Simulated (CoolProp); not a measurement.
Saturation properties of hydrogen sulfide (Tc = 100.0 °C, pc = 8.999 MPa, ω = 0.101).

Computed with CoolProp (reference Helmholtz-energy equation of state, Lemmon 2006). It is a short technical equation, of lower accuracy than the large ones.

```
T (°C)  p (MPa)  vapour density (kg/m³)  liquid cp (kJ/(kg K))  surface tension (mN/m)  liquid viscosity (µPa s)
------  -------  ----------------------  ---------------------  ----------------------  ------------------------
-72.15  0.05335                   1.104                  2.002                    30.9                       369
-54.75   0.1332                   2.571                  1.994                    27.1                       271
-37.25   0.2871                   5.240                  2.004                    23.5                       220
-19.85   0.5492                   9.605                  2.033                    19.9                       186
-2.35    0.9630                   16.37                  2.086                    16.5                       159
15.05     1.568                   26.31                  2.173                    13.2                       136
32.45     2.410                   40.70                  2.316                    9.97                       116
49.95     3.548                   61.75                  2.565                    6.94                      97.5
67.35     5.023                   93.48                  3.077                    4.14                      80.1
```

It boils at -60.3 °C under 1 atm.

Viscosity comes from a separate model (Quiñones-Cisneros 2012). Surface tension comes from a separate correlation (Mulero 2012).
